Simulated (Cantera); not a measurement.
A closed system holds: 1 mol Pb, 2 mol O₂, 98 mol N₂, 0.061 mol H₂, held at 0.330 bar.

Cantera equilibrium calculation (NASA polynomials, part measured and part estimated; ideal gas, pure solids and liquids). Candidate condensed phases: H₂O, Pb, PbO, PbO₂, Pb₃O₄; 27 gas species. Kinetics and transport are ignored.

**Question.** Which condensed phases are stable at each of these points (T (°C)): 375, 400, 425, 450, 475, 500, 525, 550, 575, 600, 625, 650, 675, 700?

**Answer.** 
```json
[
 {"T (°C)": "375", "condensed phases": "PbO(red)", "Pb condensed (%)": "100.0"},
 {"T (°C)": "400", "condensed phases": "PbO(red)", "Pb condensed (%)": "100.0"},
 {"T (°C)": "425", "condensed phases": "PbO(red)", "Pb condensed (%)": "100.0"},
 {"T (°C)": "450", "condensed phases": "PbO(red)", "Pb condensed (%)": "100.0"},
 {"T (°C)": "475", "condensed phases": "PbO(red)", "Pb condensed (%)": "100.0"},
 {"T (°C)": "500", "condensed phases": "PbO(yellow)", "Pb condensed (%)": "100.0"},
 {"T (°C)": "525", "condensed phases": "PbO(yellow)", "Pb condensed (%)": "100.0"},
 {"T (°C)": "550", "condensed phases": "PbO(yellow)", "Pb condensed (%)": "100.0"},
 {"T (°C)": "575", "condensed phases": "PbO(yellow)", "Pb condensed (%)": "100.0"},
 {"T (°C)": "600", "condensed phases": "PbO(yellow)", "Pb condensed (%)": "100.0"},
 {"T (°C)": "625", "condensed phases": "PbO(yellow)", "Pb condensed (%)": "100.0"},
 {"T (°C)": "650", "condensed phases": "PbO(yellow)", "Pb condensed (%)": "100.0"},
 {"T (°C)": "675", "condensed phases": "PbO(yellow)", "Pb condensed (%)": "100.0"},
 {"T (°C)": "700", "condensed phases": "PbO(yellow)", "Pb condensed (%)": "100.0"}
]
```

From 375 °C to 475 °C the condensed part is PbO(red). From 500 °C to 700 °C the condensed part is PbO(yellow).
